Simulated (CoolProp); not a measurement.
A simple Rankine cycle with isohexane: condensing at 294.15 K, boiler at 0.26 MPa, turbine inlet 368.4 K, turbine efficiency 0.6, pump efficiency 0.7, no recuperator. Each further row changes one setting.

Computed with CoolProp (reference Helmholtz-energy equation of state, Lemmon 2006). It is a short technical equation, of lower accuracy than the large ones.

```tsv
case	thermal efficiency (%)	net work (kJ/kg)	heat in (kJ/kg)	turbine exit temperature (K)	volume ratio over the turbine
as stated	9.5	___	474	___	10.9
turbine inlet 388.4 K	9.4	48.3	516	359.8	___
condensing temperature 286.15 K	___	51.7	492	335.5	15.4
boiler pressure 0.182 MPa	8.3	39.5	478	344.4	___
turbine efficiency 0.5	7.9	___	474	___	___
```

Question: What belongs in the gaps?

Answer: 
- as stated, net work (kJ/kg): 45.3
- as stated, turbine exit temperature (K): 339.2
- turbine inlet 388.4 K, volume ratio over the turbine: 10.8
- condensing temperature 286.15 K, thermal efficiency (%): 10.5
- boiler pressure 0.182 MPa, volume ratio over the turbine: 7.53
- turbine efficiency 0.5, net work (kJ/kg): 37.6
- turbine efficiency 0.5, turbine exit temperature (K): 343.3
- turbine efficiency 0.5, volume ratio over the turbine: 11.1
